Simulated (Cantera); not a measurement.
## Ignition delay

Mixture: 19.1 % CH₃OH, 13.0 % O₂, 67.7 % N₂, 0.210 % CO₂, equivalence ratio 2.2, at 5.72 atm, adiabatic and at constant volume. Ignition delay is the time to a rise of 400 K.

Model: GRI-Mech 3.0 (53 species, 325 reactions), integrated in Cantera. GRI-Mech 3.0 was tuned for natural gas; its chemistry of methanol as a main component is partial and can be far from experiment.

```json
[
 {"T0 (K)": "1150", "delay (ms)": "4.72"},
 {"T0 (K)": "1200", "delay (ms)": "1.95"},
 {"T0 (K)": "1250", "delay (ms)": "0.867"},
 {"T0 (K)": "1300", "delay (ms)": "0.412"},
 {"T0 (K)": "1350", "delay (ms)": "0.209"},
 {"T0 (K)": "1400", "delay (ms)": "0.112"},
 {"T0 (K)": "1450", "delay (ms)": "0.0630"},
 {"T0 (K)": "1500", "delay (ms)": "0.0373"},
 {"T0 (K)": "1550", "delay (ms)": "0.0231"}
]
```

- apparent activation energy between 1450 and 1550 K: 190 kJ/mol
